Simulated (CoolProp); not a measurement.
Vapour-liquid equilibrium of R114 (1) + n-hexane (2) at 0.0978 MPa; x and y are mole fractions of (1).

Computed with CoolProp (multi-fluid Helmholtz-energy mixture model, Platzer 1990 and Thol 2019; pair parameters Bell 2016). This equation is an older, rougher fit; its heat capacities, sound speeds and derivatives of the liquid may be far off and weren't checked against measurements.

| x | bubble temperature (°C) | y at the bubble point | dew temperature at overall composition x (°C) | liquid density (mol/L) |
|---|---|---|---|---|
| 0.05 | 54.5 | 0.374 | 66.1 | 7.311 |
| 0.2 | 31.8 | 0.766 | 61.1 | 7.682 |
| 0.35 | 21.1 | 0.872 | 55.4 | 7.936 |
| 0.5 | 14.9 | 0.919 | 48.7 | 8.152 |
| 0.65 | 10.7 | 0.947 | 40.3 | 8.361 |
| 0.8 | 7.1 | 0.970 | 28.8 | 8.578 |
| 0.95 | 3.8 | 0.992 | 10.2 | 8.813 |

No azeotrope shows between x = 0.05 and 0.95.

The pair parameters rest on a limited set of measurements; away from them the model extrapolates.
